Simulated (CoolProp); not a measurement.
Properties of R404A along the isotherm 377.2 K.

Computed with CoolProp (reference Helmholtz-energy equation of state, Lemmon 2003). It is a pseudo-pure fit of the blend.

```csv
p (MPa),phase,density (kg/m³),cp (kJ/(kg K)),speed of sound (m/s),expansivity (1/kK),conductivity (mW/(m K))
0.0295,gas,0.9200,1.001,___,2.671,19.2
0.0477,gas,1.490,1.002,186.9,2.684,19.2
0.0771,gas,2.413,1.003,186.6,2.704,19.2
0.125,gas,3.925,1.006,186.1,2.737,19.3
0.201,gas,6.347,1.010,185.3,2.791,19.3
0.325,gas,10.36,___,183.9,2.883,19.5
0.525,gas,16.99,1.028,181.7,3.039,19.7
0.848,gas,28.15,1.048,178.1,3.316,___
1.37,gas,47.52,1.085,172.1,3.846,20.7
2.21,gas,83.08,1.165,162.0,4.995,22.0
3.58,gas,___,1.394,144.3,8.399,24.8
5.78,supercritical,392.9,2.580,___,___,34.6
9.34,supercritical,722.0,1.895,210.9,9.718,___
```

### Question
Some entries are withheld; supply them.

### Answer

- 0.0295, speed of sound (m/s): 187.1
- 0.325, cp (kJ/(kg K)): 1.016
- 0.848, conductivity (mW/(m K)): 20.1
- 3.58, density (kg/m³): 158.9
- 5.78, speed of sound (m/s): 124.4
- 5.78, expansivity (1/kK): 24.95
- 9.34, conductivity (mW/(m K)): 51.1

The peak of cp marks the crossing from liquid-like to gas-like fluid above the critical point.

Thermal conductivity comes from a separate model (Geller 2001).
